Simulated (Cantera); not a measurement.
Feed: 1 mol Cu, 0.91 mol O2, 1.1 mol H2, at 1600 K.

Method: chemical equilibrium by Gibbs-energy minimisation in Cantera with the NASA 1993 tables (ideal gas, pure condensed phases). Candidate condensed phases: Cu, CuO, Cu(OH)2, Cu2O, H2O; 12 gas species. Kinetics and transport are ignored.

x: gas mole fraction; n: condensed amount in mol.

| P (Pa) | x H2O | x Cu | x O2 | x OH | x H2 | x O | x Cu2 | n Cu(l) | n Cu2O(l) |
|---|---|---|---|---|---|---|---|---|---|
| 10 | 0.450 | 0.398 | 0.147 | (withheld) | 0.000778 | 0.000556 | 0.000285 | 0.0311 | 0 |
| 82 | 0.714 | 0.0485 | 0.234 | (withheld) | 0.000342 | 0.000245 | 3.47e-5 | 0.925 | 0 |
| 670 | 0.902 | 0.00530 | 0.0913 | (withheld) | 0.000242 | 5.35e-5 | 3.39e-6 | 0 | 0.497 |
| 5500 | 0.908 | 0.000382 | 0.0907 | (withheld) | 8.52e-5 | 1.86e-5 | 1.45e-7 | 0 | 0.500 |
| 45000 | 0.909 | 2.76e-5 | 0.0908 | (withheld) | 2.98e-5 | 6.51e-6 | 6.18e-9 | 0 | 0.500 |
| 370000 | 0.909 | 1.98e-6 | 0.0908 | (withheld) | 1.04e-5 | 2.27e-6 | 2.62e-10 | 0 | 0.500 |
| 3000000 | 0.909 | 1.45e-7 | 0.0909 | (withheld) | 3.65e-6 | 7.98e-7 | 1.13e-11 | 0 | 0.500 |

Problem. Fill in the missing entries.

Solution. 
- 10, x OH: 0.00343
- 82, x OH: 0.00287
- 670, x OH: 0.00151
- 5500, x OH: 0.000893
- 45000, x OH: 0.000528
- 370000, x OH: 0.000312
- 3000000, x OH: 0.000185
